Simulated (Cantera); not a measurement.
Input: 1 mol CH₃SiH₃, 85 mol H₂, equilibrated at 133 Pa.

Method: chemical equilibrium by Gibbs-energy minimisation in Cantera with the NASA 1993 tables (ideal gas, pure condensed phases). Candidate condensed phases: C, C₆H₆, C₇H₈, C₈H₁₈, Si, SiC; 87 gas species. The feed counts by its element totals alone. Gases not in the tables: Si₂H₆ and higher silanes. Equilibrium is a limit: real reactors are often held back by kinetics, nucleation or transport.

x: gas mole fraction; n: condensed amount in mol.

```csv
T (°C),x H₂,x H,x Si,x C₂H₂ (acetylene),x SiC₂,n SiC(s),n C(graphite)
975,1.000,1.28e-5,5.35e-9,…,<1e-12,1.000,0
1125,1.000,0.000130,9.57e-8,…,<1e-12,1.000,0
1275,0.999,0.000843,1.19e-6,…,9.47e-11,1.000,0
1425,0.996,0.00395,1.92e-5,…,2.11e-8,0.998,0
1575,0.985,0.0144,0.000212,…,1.78e-6,0.980,0
1725,0.954,0.0429,0.00174,…,7.12e-5,0.824,0.0281
1875,0.881,0.107,0.00919,…,0.000721,0,0.519
2025,0.758,0.228,0.00855,0.00324,0.00117,0,0.0903
2175,0.575,0.413,0.00776,0.00307,0.00107,0,0
2325,0.362,0.627,0.00685,…,0.000811,0,0
```

Question: What belongs in the gaps?

Answer: 
- 975, x C₂H₂ (acetylene): 1.44e-12
- 1125, x C₂H₂ (acetylene): 2.06e-9
- 1275, x C₂H₂ (acetylene): 4.80e-7
- 1425, x C₂H₂ (acetylene): 1.02e-5
- 1575, x C₂H₂ (acetylene): 0.000111
- 1725, x C₂H₂ (acetylene): 0.000724
- 1875, x C₂H₂ (acetylene): 0.00169
- 2325, x C₂H₂ (acetylene): 0.00203
